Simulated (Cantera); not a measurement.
Thermodynamics of nitride etching, feed BN + H₂O + N₂

Charge: 1 mol BN, 12 mol H₂O, 2.9 mol N₂.

Cantera equilibrium calculation (NASA polynomials, part measured and part estimated; ideal gas, pure solids and liquids). Candidate condensed phases: B, BN, B₂O₃, B₃O₃H₃, H₂O; 39 gas species. Gases not in the tables: H₃BO₃. Equilibrium is a limit: real reactors are often held back by kinetics, nucleation or transport.

Task: Map the stable condensed phases over T = 1400, 1450, 1500, 1550, 1600, 1650, 1700, 1750, 1800, 1850, 1900, 1950, 2000 K and P in Pa = 1, 5.2, 27, 140, 720, 3700, 19000, 100000.

Result: 
```
T in K \ P in Pa
              1    5.2     27    140    720   3700  19000 100000
   2000       A      A      A      A      A      A      A      A
   1950       A      A      A      A      A      A      A      A
   1900       A      A      A      A      A      A      A      A
   1850       A      A      A      A      A      A      A      A
   1800       A      A      A      A      A      A      A      A
   1750       A      A      A      A      A      A      A      A
   1700       A      A      A      A      A      A      A      A
   1650       A      A      A      A      A      A      A      A
   1600       A      A      A      A      A      A      A      B
   1550       A      A      A      A      A      A      A      B
   1500       A      A      A      A      A      A      B      B
   1450       A      A      A      A      A      A      B      B
   1400       A      A      A      A      A      B      B      B
```
A: gas only; B: B₂O₃.
